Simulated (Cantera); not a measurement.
Feed: 1 mol SrCl2, 1.2 mol H2, held at 1898.15 K and 13.3 mbar.

Equilibrium computed with Cantera from the NASA thermochemical tables; the gas is ideal and each condensed phase is pure. Candidate condensed phases: Sr, SrCl2; 8 gas species. Rates play no part.

Base state: H2 0.532, SrCl2 0.439, HCl 0.0127, SrCl 0.0105, H 0.00494, Sr 0.00112, Cl 8.90e-5 (mole fractions); condensed: gas only.

Question: What changes in the equilibrium state with this change: temperature from 1898.15 K to 1248.15 K?

Answer: 
```json
[
 {"species": "H2", "before": "0.532", "after": "1.000"},
 {"species": "SrCl2", "before": "0.439", "after": "0.000293"},
 {"species": "HCl", "before": "0.0127", "after": "7.35e-6"},
 {"species": "SrCl", "before": "0.0105", "after": "4.04e-6"},
 {"species": "Cl", "before": "8.90e-5", "after": "<1e-9"},
 {"species": "H", "before": "0.00494", "after": "4.05e-6"},
 {"species": "Sr", "before": "0.00112", "after": "1.66e-6"},
 {"species": "SrCl2(l), mol", "before": "0", "after": "1.000"}
]
```

Question: What changes in the equilibrium state with this change: pressure from 13.3 mbar to 3.20 Pa?

Answer: 
| species | before | after |
|---|---|---|
| H2 | 0.532 | 0.426 |
| SrCl2 | 0.439 | 0.366 |
| H | 0.00494 | 0.0903 |
| Sr | 0.00112 | 0.0154 |
| HCl | 0.0127 | 0.0572 |
| SrCl | 0.0105 | 0.0356 |
| Cl | 8.90e-5 | 0.00915 |
